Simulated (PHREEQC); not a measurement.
Dissolve 130 mmol/kgw AlCl3 at 50 °C. Closed to the air; pH follows from the charge balance.

The numbers come from PHREEQC with the ion-association model, phreeqc.dat.

pH: 2.89
ionic strength: 0.777 mol/kgw
activity of water: 0.991
density: 1.003 g/cm³

```csv
species,molality,activity,log γ
Cl-,0.390,0.238,-0.215
Al+3,0.128,0.00877,-1.165
H+,0.00173,0.00128,-0.129
AlOH+2,0.00169,0.000315,-0.730
Al(OH)2+,1.91e-5,1.25e-5,-0.182
Al(OH)3,5.61e-9,6.71e-9,0.078
```

This is a speciation only: nothing precipitates in the calculation. Caution: at this ionic strength the ion-association model is outside its range; a Pitzer model would be the better tool where its parameters exist. At this temperature some constants are extrapolated from 25 °C, and those without enthalpy data are left unchanged.
